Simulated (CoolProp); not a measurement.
Saturation properties of ethylene (Tc = 282.4 K, pc = 5.042 MPa, ω = 0.087).

Model: reference Helmholtz-energy equation of state, Smukala 2000, in CoolProp.

| T (K) | p (MPa) | liquid density (kg/m³) | enthalpy of vaporisation (kJ/kg) |
|---|---|---|---|
| 169.8 | 0.1039 | 567.1 | 481.8 |
| 176.2 | 0.1488 | 557.8 | 472.3 |
| 182.6 | 0.2074 | 548.3 | 462.3 |
| 189 | 0.2821 | 538.6 | 451.9 |
| 195.4 | 0.3754 | 528.6 | 440.8 |
| 201.9 | 0.4920 | 518.1 | 428.9 |
| 208.3 | 0.6310 | 507.4 | 416.4 |
| 214.7 | 0.7969 | 496.3 | 402.9 |
| 221.1 | 0.9925 | 484.6 | 388.5 |
| 227.5 | 1.221 | 472.4 | 372.8 |
| 234 | 1.489 | 459.1 | 355.4 |
| 240.4 | 1.793 | 445.2 | 336.6 |
| 246.8 | 2.139 | 430.1 | 315.7 |
| 253.2 | 2.532 | 413.5 | 292.1 |
| 259.7 | 2.981 | 394.4 | 264.4 |

It boils at 169.4 K under 1 atm.
